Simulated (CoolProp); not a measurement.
Propylene along the isobar 26.7 MPa: fugacity coefficient from the reference equation and from simpler models built on Tc = 91.1 °C, pc = 4.555 MPa, ω = 0.146; each cubic takes its own stable root.

Computed with CoolProp (reference Helmholtz-energy equation of state, Lemmon 2013).

```json
[
 {"T (°C)": "56.35", "phase": "liquid", "reference": "0.1427"},
 {"T (°C)": "78.65", "phase": "liquid", "reference": "0.1961"},
 {"T (°C)": "100.95", "phase": "supercritical", "reference": "0.2556"},
 {"T (°C)": "123.25", "phase": "supercritical", "reference": "0.3188"},
 {"T (°C)": "145.55", "phase": "supercritical", "reference": "0.3837"},
 {"T (°C)": "167.95", "phase": "supercritical", "reference": "0.4484"},
 {"T (°C)": "190.25", "phase": "supercritical", "reference": "0.5107"},
 {"T (°C)": "212.55", "phase": "supercritical", "reference": "0.5697"},
 {"T (°C)": "234.85", "phase": "supercritical", "reference": "0.6245"},
 {"T (°C)": "257.25", "phase": "supercritical", "reference": "0.6750"},
 {"T (°C)": "279.55", "phase": "supercritical", "reference": "0.7207"},
 {"T (°C)": "301.85", "phase": "supercritical", "reference": "0.7619"}
]
```

Q: How far does each simpler model (Redlich-Kwong, Peng-Robinson) lie from the reference over these 12 states: mean and median of the absolute difference, and the worst?

A: 
- Redlich-Kwong: mean 4.5 %, median 3.4 %, worst +13.7 % at 56.35 °C and 26.7 MPa
- Peng-Robinson: mean 2.3 %, median 2.0 %, worst -4.0 % at 56.35 °C and 26.7 MPa
